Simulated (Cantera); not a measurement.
Charge: 1 mol CH3SiH3, 0.01 mol CH4, 30 mol H2, equilibrated at 0.0180 bar.

Equilibrium computed with Cantera from the NASA thermochemical tables; the gas is ideal and each condensed phase is pure. Candidate condensed phases: C, C6H6, C7H8, C8H18, Si, SiC; 87 gas species. The feed counts by its element totals alone. Gases not in the tables: Si2H6 and higher silanes. The numbers say what is thermodynamically allowed, not how fast it happens.

Which condensed phases are stable at each of these points (T (°C)): 1352, 1427, 1502, 1577, 1652, 1727, 1802, 1877, 1952, 2027, 2102, 2177?


| T (°C) | condensed phases | Si condensed (%) |
|---|---|---|
| 1352 | C(graphite) + SiC(s) | 100.0 |
| 1427 | C(graphite) + SiC(s) | 100.0 |
| 1502 | C(graphite) + SiC(s) | 100.0 |
| 1577 | SiC(s) | 99.9 |
| 1652 | SiC(s) | 99.7 |
| 1727 | SiC(s) | 99.1 |
| 1802 | SiC(s) | 97.5 |
| 1877 | SiC(s) | 93.5 |
| 1952 | SiC(s) | 84.7 |
| 2027 | SiC(s) | 64.8 |
| 2102 | C(graphite) + SiC(s) | 11.6 |
| 2177 | C(graphite) | 0.0 |

From 1352 °C to 1502 °C the condensed part is C(graphite) + SiC(s). From 1577 °C to 2027 °C the condensed part is SiC(s). At 2102 °C the condensed part is C(graphite) + SiC(s). At 2177 °C the condensed part is C(graphite).
